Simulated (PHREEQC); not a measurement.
A solution holds 4.6 mol/kgw NaCl, 0.024 mol/kgw H3BO3 and 0.27 mol/kgw MgCl2, at 25 °C. Closed to the air; pH follows from the charge balance.

Model: Pitzer model, pitzer.dat, run in PHREEQC.

No solid was allowed to form.

Question: What pH does the model give?

Answer: pH 4.43.

Complexes and solids missing from the database can't appear. In brines, pH and single-ion activities rest on the MacInnes convention.
